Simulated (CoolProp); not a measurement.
Properties of C2F6 (R116) at several states.

Values from CoolProp's reference Helmholtz-energy equation of state, Lemmon 2006. It is a short technical equation, of lower accuracy than the large ones.

```csv
T (°C),p (kPa),phase,density (kg/m³),conductivity (mW/(m K))
25.45,812,gas,?,?
93.45,215,gas,9.840,?
127.05,3390,supercritical,158.8,?
-88.25,1160,liquid,?,?
```

Task: Some entries are withheld; supply them.

Result: 
- 25.45, density (kg/m³): 49.54
- 25.45, conductivity (mW/(m K)): 15.1
- 93.45, conductivity (mW/(m K)): 20.2
- 127.05, conductivity (mW/(m K)): 24.3
- -88.25, density (kg/m³): 1653
- -88.25, conductivity (mW/(m K)): 80.8

Thermal conductivity comes from a separate model (Huber 2003), an estimate that may be off by 10 % or more.
